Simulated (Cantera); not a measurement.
A closed system holds: 1 mol HF, 0.0048 mol SO2, 0.22 mol H2, equilibrated at 950 K and 0.0100 bar.

These are equilibrium values from Cantera (NASA tables, ideal gas, pure condensed phases), not measurements of a reactor. Candidate condensed phases: H2O, H2SO4, S; 43 gas species. The numbers say what is thermodynamically allowed, not how fast it happens.

Base state: HF 0.820, H2 0.169, H2O 0.00787, H2S 0.00393 (mole fractions); condensed: gas only.

Q: What changes in the equilibrium state with this change: HF replaced by CS2?

A: 
```json
[
 {"species": "CS2", "before": "0", "after": "0.711"},
 {"species": "H2S", "before": "0.00393", "after": "0.170"},
 {"species": "S2", "before": "9.47e-7", "after": "0.0862"},
 {"species": "HF", "before": "0.820", "after": "0"},
 {"species": "H2", "before": "0.169", "after": "0.0241"},
 {"species": "CO", "before": "0", "after": "0.00691"},
 {"species": "COS", "before": "0", "after": "0.00154"},
 {"species": "H2O", "before": "0.00787", "after": "1.56e-6"},
 {"species": "C(graphite), mol", "before": "0", "after": "0.183"}
]
```
Gases not in the tables: S3 to S7. Further candidate phases: C, C6H6, C7H8, C8H18.

Q: What changes in the equilibrium state with this change: 0.024 mol NH3 added?

A: 
| species | before | after |
|---|---|---|
| HF | 0.820 | 0.789 |
| H2 | 0.169 | 0.191 |
| N2 | 0 | 0.00946 |
| H2O | 0.00787 | 0.00757 |
| H2S | 0.00393 | 0.00378 |
